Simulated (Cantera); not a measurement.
**Stirred combustor or abatement burner**

A perfectly stirred reactor is fed with 7.08 % CH₄, 3.40 % CO, 14.5 % O₂, 54.3 % N₂, 20.5 % CO₂, 0.262 % H₂O, equivalence ratio 1.1, at 248 Torr; it is adiabatic with a 500 K inlet, and is followed from long to short residence time, starting on the burning branch (τ in s: 0.04, 0.021, 0.011, 0.006, 0.0032, 0.0017, 0.00092, 0.00049, 0.00026, 0.00014, 7.4e-05, 3.9e-05, 2.1e-05).

Detailed kinetics in Cantera: GRI-Mech 3.0 (53 species, 325 reactions).

| τ (s) | T (K) | x CH₄ | x CO | x O₂ | x NO₂ | x H | x C₂H₄ |
|---|---|---|---|---|---|---|---|
| 0.040 | 1778 | 2.40e-5 | 0.0415 | 0.00890 | 2.77e-9 | 0.00190 | 4.71e-9 |
| 0.021 | 1744 | 3.89e-5 | 0.0447 | 0.0109 | 2.20e-9 | 0.00258 | 9.04e-9 |
| 0.011 | 1707 | 6.49e-5 | 0.0481 | 0.0130 | 1.71e-9 | 0.00344 | 1.85e-8 |
| 0.0060 | 1670 | 0.000108 | 0.0511 | 0.0151 | 1.31e-9 | 0.00441 | 3.92e-8 |
| 0.0032 | 1631 | 0.000191 | 0.0542 | 0.0174 | 9.76e-10 | 0.00548 | 9.42e-8 |
| 0.0017 | 1591 | 0.000357 | 0.0573 | 0.0200 | 7.11e-10 | 0.00642 | 2.64e-7 |
| 0.00092 | 1549 | 0.000729 | 0.0610 | 0.0234 | 5.17e-10 | 0.00677 | 9.33e-7 |
| 0.00049 | 500 | 0.0708 | 0.0340 | 0.145 | <1e-12 | <1e-12 | <1e-12 |
| 0.00026 | 500 | 0.0708 | 0.0340 | 0.145 | <1e-12 | <1e-12 | <1e-12 |
| 0.00014 | 500 | 0.0708 | 0.0340 | 0.145 | <1e-12 | <1e-12 | <1e-12 |
| 7.4e-5 | 500 | 0.0708 | 0.0340 | 0.145 | <1e-12 | <1e-12 | <1e-12 |
| 3.9e-5 | 500 | 0.0708 | 0.0340 | 0.145 | <1e-12 | <1e-12 | <1e-12 |
| 2.1e-5 | 500 | 0.0708 | 0.0340 | 0.145 | <1e-12 | <1e-12 | <1e-12 |
x: mole fraction; the columns are a selection and need not sum to one.
